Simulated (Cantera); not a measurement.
## Catalytic combustion on Pt

An isothermal plug-flow reactor at 575 K and 101000 Pa (inlet), inlet velocity 0.17 m/s, active area per volume 1900 1/m; feed H2 : O2 : N2 : H2O = 0.025 : 0.012 : 0.79 : 0.089 (molar parts), equivalence ratio 1.0.

Cantera simulation using Deutschmann's 1995 Pt surface mechanism with GRI-Mech 3.0 gas chemistry; the numbers are that mechanism's predictions, not measurements. Catalytic surfaces can have several steady states; this one follows from the mechanism file's or the stated starting coverage. Mass transfer to the wall is taken as infinitely fast.

| z (m) | x H2 | x O2 | x H2O | θ free Pt | θ H* |
|---|---|---|---|---|---|
| 3e-05 | 0.00386 | 0.00138 | 0.122 | 0.907 | 0.0867 |
| 5.9e-05 | 0.00132 | 0.000108 | 0.125 | 0.936 | 0.0574 |
| 0.00011 | 0.00111 | 1.08e-6 | 0.125 | 0.939 | 0.0540 |
| 0.00022 | 0.00111 | 5.20e-11 | 0.125 | 0.940 | 0.0540 |
| 0.00042 | 0.00111 | <1e-12 | 0.125 | 0.940 | 0.0540 |
| 0.00082 | 0.00111 | <1e-12 | 0.125 | 0.940 | 0.0540 |
| 0.0016 | 0.00111 | <1e-12 | 0.125 | 0.940 | 0.0540 |
| 0.003 | 0.00111 | <1e-12 | 0.125 | 0.940 | 0.0540 |
x: gas mole fraction; θ: surface coverage.
